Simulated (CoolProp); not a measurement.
The numbers come from the reference Helmholtz-energy equation of state, Lemmon 2006 in CoolProp. It is a short technical equation, of lower accuracy than the large ones.

Problem. Give the vapour pressure (MPa), liquid density (kg/m³), enthalpy of vaporisation (kJ/kg), vapour Z of saturated R141b at 49.65, 69.65, 89.55 °C.

Solution. 
```tsv
T (°C)	p (MPa)	liquid density (kg/m³)	enthalpy of vaporisation (kJ/kg)	vapour Z
49.65	0.181	1180	214	0.942
69.65	0.322	1140	203	0.915
89.55	0.532	1100	192	0.881
```
